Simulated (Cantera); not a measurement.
Feed: 1 mol V2O3, 5.7 mol H2, 2.6 mol H2O, at 45.0 Pa.

Cantera equilibrium calculation (NASA polynomials, part measured and part estimated; ideal gas, pure solids and liquids). Candidate condensed phases: H2O, V, VO, V2O3, V2O4, V2O5; 12 gas species. Condensed phases not in the tables: the oxides between V2O3 and V2O5 other than VO2. Rates play no part. All values below are at 1950 K.

Base state: H2 0.640, H2O 0.261, VO2 0.0537, H 0.0432, OH 0.00160, VO 0.000482, O 8.01e-5, O2 1.42e-5 (mole fractions); condensed: V2O3(s).

Q: What changes in the equilibrium state with this change: H2 from 5.7 to 0.93 mol?

A: 
| species | before | after |
|---|---|---|
| H2O | 0.261 | 0.568 |
| H2 | 0.640 | 0.277 |
| VO2 | 0.0537 | 0.121 |
| H | 0.0432 | 0.0284 |
| O2 | 1.42e-5 | 0.000359 |
| O | 8.01e-5 | 0.000403 |
| V2O3(s), mol | 0.756 | 0.753 |
